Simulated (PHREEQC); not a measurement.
# Leach liquor

Dissolve 3.2 mmol/kgw HCl, 2.8 mmol/kgw FeSO4 and 141 mmol/kgw MgSO4 at 25 °C. Closed to the air; pH follows from the charge balance.

Model: ion-association model, phreeqc.dat, run in PHREEQC.

```yaml
pH: 3.04
ionic_strength: 0.261 mol/kgw
specific_conductance: 10700 µS/cm
density: 1.014 g/cm³
total_alkalinity: -3.20 meq/kg
```

```tsv
species	molality	activity	log γ
MgSO4	0.0769	0.0817	0.026
Mg+2	0.0641	0.0207	-0.490
SO4-2	0.0635	0.0168	-0.577
Cl-	0.00320	0.00222	-0.158
HSO4-	0.00203	0.00149	-0.133
Fe+2	0.00151	0.000455	-0.520
FeSO4	0.00128	0.00136	0.026
H+	0.00116	0.000914	-0.104
```

This is a speciation only: nothing precipitates in the calculation.
